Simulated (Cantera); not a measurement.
Feed: 1 mol Ti, 0.0044 mol O₂, 8.4 mol CO, equilibrated at 0.000520 bar.

Cantera equilibrium calculation (NASA polynomials, part measured and part estimated; ideal gas, pure solids and liquids). Candidate condensed phases: C, Ti, TiC, TiO, TiO₂, Ti₂O₃, Ti₃O₅, Ti₄O₇; 15 gas species. Mutual solubility and eutectic melting of coexisting phases are not modelled. TiC: taken at fixed stoichiometry. Condensed phases not in the tables: Magnéli phases beyond Ti₄O₇. Equilibrium is a limit: real reactors are often held back by kinetics, nucleation or transport.

log p: log10 of the partial pressure in bar; n: condensed amount in mol.

```
T (K)  log p CO  log p CO₂  n C(graphite)  n TiO₂(rutile)  n Ti₄O₇(s)  n Ti₃O₅(s)  n TiC(s)  n Ti₂O₃(s)
-----  --------  ---------  -------------  --------------  ----------  ----------  --------  ----------
923       -3.28        [?]           2.00            1.00           0           0         0           0
948       -3.28        [?]           2.00            1.00           0           0         0           0
973       -3.28        [?]           1.99            1.00           0           0         0           0
998       -3.28        [?]           1.99            1.00           0           0         0           0
1023      -3.28        [?]           1.99            1.00           0           0         0           0
1048      -3.28        [?]           1.74               0       0.250           0         0           0
1073      -3.28        [?]           1.74               0       0.250           0         0           0
1098      -3.28        [?]           1.74               0       0.250           0         0           0
1123      -3.28        [?]           1.66               0           0       0.333         0           0
1148      -3.28      -7.96           1.66               0           0       0.333         0           0
1173      -3.28      -8.01              0               0           0           0     0.597       0.202
1198      -3.28      -8.03              0               0           0           0     0.597       0.202
1223      -3.28      -8.04              0               0           0           0     0.597       0.202
1248      -3.28      -8.04              0               0           0           0     0.597       0.202
```

Q: Complete the blanks.

A: 
- 923, log p CO₂: -6.07
- 948, log p CO₂: -6.33
- 973, log p CO₂: -6.57
- 998, log p CO₂: -6.80
- 1023, log p CO₂: -7.01
- 1048, log p CO₂: -7.22
- 1073, log p CO₂: -7.42
- 1098, log p CO₂: -7.61
- 1123, log p CO₂: -7.79
